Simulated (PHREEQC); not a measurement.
Make-up at 25 °C: 0.0072 mol/kgw ZnSO4, 0.015 mol/kgw Na2SO4 and 0.0022 mol/kgw FeSO4. It is in equilibrium with CO2 at log p = 0 (atm). Otherwise closed; pH follows from the charge balance.

Computed with PHREEQC (ion-association model, phreeqc.dat).

The pH comes out as 3.98 and the ionic strength is 0.0631 mol/kgw. The specific conductance is 3900 µS/cm and the density is 1.001 g/cm³.

```csv
species,molality,activity,log γ
CO2,0.0333,0.0338,0.006
Na+,0.0289,0.0234,-0.091
SO4-2,0.0184,0.00794,-0.365
Zn+2,0.00374,0.00162,-0.363
ZnSO4,0.00297,0.00301,0.006
Fe+2,0.00134,0.000609,-0.343
NaSO4-,0.00114,0.000932,-0.089
FeSO4,0.000848,0.000860,0.006
Zn(SO4)2-2,0.000457,0.000195,-0.371
HCO3-,0.000176,0.000143,-0.089
H+,0.000124,0.000105,-0.074
HSO4-,0.000100,8.09e-5,-0.093
ZnHCO3+,3.62e-5,2.92e-5,-0.093
(CO2)2,2.07e-5,2.10e-5,0.006
FeHCO3+,1.08e-5,8.74e-6,-0.093
NaHCO3,1.86e-6,1.89e-6,0.006
```

This is a speciation only: nothing precipitates in the calculation.
